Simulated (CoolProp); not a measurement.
Properties of R236FA along the isobar 152 bar.

Computed with CoolProp (reference Helmholtz-energy equation of state, Pan 2012).

```json
[
 {"T (°C)": "9.55", "phase": "liquid", "density (kg/m³)": "1462", "fugacity coefficient": "0.01911"},
 {"T (°C)": "20.25", "phase": "liquid", "density (kg/m³)": "1434", "fugacity coefficient": "0.02729"},
 {"T (°C)": "30.85", "phase": "liquid", "density (kg/m³)": "1405", "fugacity coefficient": "0.03755"},
 {"T (°C)": "41.55", "phase": "liquid", "density (kg/m³)": "1376", "fugacity coefficient": "0.05032"},
 {"T (°C)": "52.25", "phase": "liquid", "density (kg/m³)": "1346", "fugacity coefficient": "0.06564"},
 {"T (°C)": "62.85", "phase": "liquid", "density (kg/m³)": "1316", "fugacity coefficient": "0.08345"},
 {"T (°C)": "73.55", "phase": "liquid", "density (kg/m³)": "1285", "fugacity coefficient": "0.1041"},
 {"T (°C)": "84.15", "phase": "liquid", "density (kg/m³)": "1253", "fugacity coefficient": "0.1271"},
 {"T (°C)": "94.85", "phase": "liquid", "density (kg/m³)": "1221", "fugacity coefficient": "0.1529"},
 {"T (°C)": "105.55", "phase": "liquid", "density (kg/m³)": "1188", "fugacity coefficient": "0.1810"},
 {"T (°C)": "116.15", "phase": "liquid", "density (kg/m³)": "1154", "fugacity coefficient": "0.2109"},
 {"T (°C)": "126.85", "phase": "supercritical", "density (kg/m³)": "1119", "fugacity coefficient": "0.2430"}
]
```
